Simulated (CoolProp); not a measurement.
Properties of o-xylene along the isobar 557 kPa (Tc = 630.3 K, pc = 3737 kPa, ω = 0.312).

Model: reference Helmholtz-energy equation of state, Zhou 2012, in CoolProp.

```tsv
T (K)	phase	density (kg/m³)	Joule-Thomson coefficient (K/MPa)	viscosity (µPa s)	Prandtl number
283	liquid	889.0	-0.4796	947	12.1
302.5	liquid	872.7	-0.4565	717	9.82
322.1	liquid	856.1	-0.4315	566	8.33
341.6	liquid	839.3	-0.4053	461	7.32
361.1	liquid	822.3	-0.3774	385	6.59
380.7	liquid	804.7	-0.3474	326	6.05
400.2	liquid	786.7	-0.3150	281	5.64
419.8	liquid	768.0	-0.2788	244	5.31
```

Viscosity comes from a separate model (Cao 2016). Thermal conductivity comes from a separate model (Mylona 2014).
